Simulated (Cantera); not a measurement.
CH₃Cl + CH₄ (fluorocarbon and chlorocarbon gases)

Input: 1 mol CH₃Cl, 0.43 mol CH₄, equilibrated at 0.190 bar.

Method: chemical equilibrium by Gibbs-energy minimisation in Cantera with the NASA 1993 tables (ideal gas, pure condensed phases). Candidate condensed phases: C, C₆H₆, C₇H₈, C₈H₁₈; 91 gas species. The tables' values for CCl are old estimates; treat these amounts as uncertain. Equilibrium is a limit: real reactors are often held back by kinetics, nucleation or transport.

From 2577 °C to 3027 °C the condensed part is C(graphite). The main C-bearing gas is C₂H₂ (acetylene) at 2577 °C and C₃ at 3027 °C. The share of C in condensed phases is highest at 2577 °C (90.0 %) and lowest at 3027 °C (37.0 %).

```
T (°C)  log p H₂  log p H  log p HCl  log p Cl  log p C₂H₂ (acetylene)  log p C₃  log p C₂H  n C(graphite)
------  --------  -------  ---------  --------  ----------------------  --------  ---------  -------------
2577       -1.02    -1.52      -1.31     -1.98                   -2.42     -4.24      -3.79           1.29
2627       -1.04    -1.46      -1.34     -1.92                   -2.37     -3.99      -3.62           1.26
2677       -1.06    -1.40      -1.36     -1.87                   -2.33     -3.74      -3.46           1.23
2727       -1.08    -1.34      -1.39     -1.82                   -2.29     -3.51      -3.31           1.19
2777       -1.11    -1.29      -1.43     -1.78                   -2.25     -3.28      -3.17           1.15
2827       -1.14    -1.24      -1.47     -1.74                   -2.23     -3.06      -3.03           1.09
2877       -1.18    -1.20      -1.51     -1.70                   -2.21     -2.85      -2.90           1.01
2927       -1.22    -1.16      -1.56     -1.67                   -2.19     -2.64      -2.78          0.906
2977       -1.27    -1.13      -1.61     -1.64                   -2.18     -2.44      -2.66          0.754
3027       -1.32    -1.10      -1.67     -1.62                   -2.18     -2.25      -2.56          0.529
```
log p: log10 of the partial pressure in bar; n: condensed amount in mol.
